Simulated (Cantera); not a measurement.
## Equilibrium for fluorocarbon and chlorocarbon gases: CH3Cl + H2

Input: 1 mol CH3Cl, 0.22 mol H2.

These are equilibrium values from Cantera (NASA tables, ideal gas, pure condensed phases), not measurements of a reactor. Candidate condensed phases: C, C6H6, C7H8, C8H18; 91 gas species. Rates play no part.

Task: Map the stable condensed phases over T = 2675, 2725, 2775, 2825, 2875, 2925, 2975, 3025, 3075 K and P in Pa = 1, 3.2, 10, 32, 100, 320, 1000, 3200, 10000, 32000, 100000.

Result: 
```
T in K \ P in Pa
              1    3.2     10     32    100    320   1000   3200  10000  32000 100000
   3075       A      A      A      A      A      A      A      B      B      B      B
   3025       A      A      A      A      A      A      B      B      B      B      B
   2975       A      A      A      A      A      A      B      B      B      B      B
   2925       A      A      A      A      A      B      B      B      B      B      B
   2875       A      A      A      A      A      B      B      B      B      B      B
   2825       A      A      A      A      B      B      B      B      B      B      B
   2775       A      A      A      A      B      B      B      B      B      B      B
   2725       A      A      A      B      B      B      B      B      B      B      B
   2675       A      A      A      B      B      B      B      B      B      B      B
```
A: gas only; B: C.
